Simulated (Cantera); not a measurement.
An adiabatic, constant-pressure homogeneous reactor starts with 2.54 % C3H8, 20.5 % O2, 77.0 % N2, equivalence ratio 0.62, at 1100 K and 5.00 bar.

Detailed kinetics in Cantera: GRI-Mech 3.0 (53 species, 325 reactions). GRI-Mech 3.0 was tuned for natural gas; its chemistry of propane as a main component is partial and can be far from experiment.

**Question.** Predict: time of steepest temperature rise; temperature at 0.500 s; equilibrium temperature; x(O2) at 0.500 s; x(H2) at 0.500 s.

**Answer.** 
| Item | Result |
|---|---|
| time of steepest temperature rise | 17.5 ms |
| temperature at 0.500 s | 2352 K |
| equilibrium temperature | 2352 K |
| x(O2) at 0.500 s | 0.0704 (gas-phase equilibrium 0.0704) |
| x(H2) at 0.500 s | 0.000451 (gas-phase equilibrium 0.000451) |
